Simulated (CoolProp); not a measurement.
Vapour-liquid equilibrium of propane (1) + isobutane (2) at 64.25 °C; x and y are mole fractions of (1).

Model: multi-fluid Helmholtz-energy mixture model, Lemmon 2009 and Bücker 2006; pair parameters Kunz 2012, in CoolProp.

```json
[
 {"x": "0.05", "bubble pressure, mixture model (bar)": "10.16", "bubble pressure, Raoult's law (bar)": "10.25", "y, mixture model": "0.091", "y, Raoult's law": "0.113"},
 {"x": "0.15", "bubble pressure, mixture model (bar)": "11.32", "bubble pressure, Raoult's law (bar)": "11.60", "y, mixture model": "0.249", "y, Raoult's law": "0.298"},
 {"x": "0.25", "bubble pressure, mixture model (bar)": "12.51", "bubble pressure, Raoult's law (bar)": "12.95", "y, mixture model": "0.382", "y, Raoult's law": "0.445"},
 {"x": "0.35", "bubble pressure, mixture model (bar)": "13.72", "bubble pressure, Raoult's law (bar)": "14.30", "y, mixture model": "0.497", "y, Raoult's law": "0.565"},
 {"x": "0.45", "bubble pressure, mixture model (bar)": "14.98", "bubble pressure, Raoult's law (bar)": "15.65", "y, mixture model": "0.598", "y, Raoult's law": "0.664"},
 {"x": "0.55", "bubble pressure, mixture model (bar)": "16.29", "bubble pressure, Raoult's law (bar)": "17.00", "y, mixture model": "0.688", "y, Raoult's law": "0.747"},
 {"x": "0.65", "bubble pressure, mixture model (bar)": "17.66", "bubble pressure, Raoult's law (bar)": "18.35", "y, mixture model": "0.768", "y, Raoult's law": "0.817"},
 {"x": "0.75", "bubble pressure, mixture model (bar)": "19.10", "bubble pressure, Raoult's law (bar)": "19.70", "y, mixture model": "0.842", "y, Raoult's law": "0.878"},
 {"x": "0.85", "bubble pressure, mixture model (bar)": "20.62", "bubble pressure, Raoult's law (bar)": "21.05", "y, mixture model": "0.909", "y, Raoult's law": "0.932"},
 {"x": "0.95", "bubble pressure, mixture model (bar)": "22.24", "bubble pressure, Raoult's law (bar)": "22.40", "y, mixture model": "0.971", "y, Raoult's law": "0.979"}
]
```

The largest gap from Raoult's law is -4.3 % in bubble pressure, at x = 0.45. No azeotrope shows between x = 0.05 and 0.95.

Pair parameters are fitted to limited data, so mixtures are less certain than the pure fluids.
